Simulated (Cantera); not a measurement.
Input (Python, Cantera):

```python
import numpy as np
import cantera as ct

gas = ct.Solution("gri30.yaml")
gas.TPX = 448, 30000, {'CO': 1, 'H2': 0.32, 'O2': 0.388, 'N2': 1.46}
inlet = ct.Reservoir(gas, clone=True)
gas.equilibrate("HP")  # start burning
reactor = ct.IdealGasConstPressureReactor(gas, energy="on", clone=False)
exhaust = ct.Reservoir(gas, clone=True)
tau = [0.029, 0.011, 0.0042, 0.0016, 0.0006, 0.00023, 8.6e-05, 3.3e-05, 1.2e-05, 4.7e-06][0]
for a, b in ((inlet, reactor), (reactor, exhaust)):
    ct.MassFlowController(a, b, mdot=lambda t: reactor.mass / tau)
net = ct.ReactorNet([reactor])
show = ['CO', 'H2', 'O2', 'CO2', 'O', 'NO2', 'N2O']

rows = []
print(f"{'tau/s':>10s}{'T/K':>9s}" + "".join(f"{s:>11s}" for s in show))
for tau in [0.029, 0.011, 0.0042, 0.0016, 0.0006, 0.00023, 8.6e-05, 3.3e-05, 1.2e-05, 4.7e-06]:
    net.initial_time = 0.0
    net.advance(30 * tau)
    before = gas.X
    net.advance(40 * tau)
    drift = np.max(np.abs(gas.X - before) / (gas.X + 1e-9))
    rows.append([gas.T, *gas[show].X, drift])
    print(f"{tau:10.3e}{gas.T:9.1f}" + "".join(f"{x:11.3e}" for x in gas[show].X))
```

Output:

```
     tau/s      T/K         CO         H2         O2        CO2          O        NO2        N2O
 2.900e-02   2146.4  1.862e-01  1.860e-02  5.812e-03  1.670e-01  2.942e-03  9.918e-09  1.401e-08
 1.100e-02   2027.8  1.891e-01  1.974e-02  9.202e-03  1.607e-01  5.251e-03  4.048e-09  1.368e-08
 4.200e-03   1877.0  1.905e-01  2.084e-02  1.279e-02  1.550e-01  8.334e-03  2.211e-09  1.354e-08
 1.600e-03   1701.4  1.892e-01  2.127e-02  1.615e-02  1.513e-01  1.171e-02  1.585e-09  1.300e-08
 6.000e-04   1506.6  1.890e-01  2.041e-02  2.049e-02  1.461e-01  1.449e-02  1.040e-09  1.240e-08
 2.300e-04   1282.2  2.194e-01  2.057e-02  3.716e-02  1.108e-01  1.381e-02  4.618e-10  1.322e-08
 8.600e-05    448.0  3.157e-01  1.010e-01  1.225e-01 -2.343e-16 -5.243e-21 -1.915e-21 -1.540e-23
 3.300e-05    448.0  3.157e-01  1.010e-01  1.225e-01 -4.160e-19  1.107e-22 -3.401e-24 -2.734e-26
 1.200e-05    448.0  3.157e-01  1.010e-01  1.225e-01 -2.623e-20  4.850e-23 -2.148e-25 -1.727e-27
 4.700e-06    448.0  3.157e-01  1.010e-01  1.225e-01 -1.641e-21  1.946e-23 -1.357e-26 -1.091e-28
```

Model: GRI-Mech 3.0 (53 species, 325 reactions), integrated in Cantera.
